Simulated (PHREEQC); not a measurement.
## Buffer: an equilibrium model

Make-up at 30 °C: 2.8 mmol/kgw KH2PO4, 39 mmol/kgw KOH and 1.6 mmol/kgw NaHCO3. Closed to the air; pH follows from the charge balance.

Computed with PHREEQC (ion-association model, phreeqc.dat).

This is a speciation only: nothing precipitates in the calculation.

Q: Estimate the pH.

A: pH 12.25.

Q: In which forms is C present?

A: CO3-2 98 %, NaCO3- 1.7 %, HCO3- 0.6 % of the C.
